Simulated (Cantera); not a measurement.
Charge: 1 mol Si, 5.2 mol F2, at 1275 °C and 75.0 Torr.

Equilibrium computed with Cantera from the NASA thermochemical tables; the gas is ideal and each condensed phase is pure. Candidate condensed phases: Si; 9 gas species. The numbers say what is thermodynamically allowed, not how fast it happens.

Base state: F 0.857, SiF4 0.136, F2 0.00652 (mole fractions); condensed: gas only.

Question: What changes in the equilibrium state with this change: temperature from 1275 °C to 550 °C?

Answer: 
```csv
species,before,after
F2,0.00652,0.734
SiF4,0.136,0.234
F,0.857,0.0318
```
